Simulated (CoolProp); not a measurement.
Model: reference Helmholtz-energy equation of state, Lemmon 2006, in CoolProp. It is a short technical equation, of lower accuracy than the large ones.

Problem. For carbonyl sulfide, give the phase and the cp (kJ/(kg K)) at 319.4 K and 0.484 bar; 381.1 K and 96.8 bar.

Solution. 
- 319.4 K and 0.484 bar: gas; cp 0.712
- 381.1 K and 96.8 bar: supercritical; cp 2.05
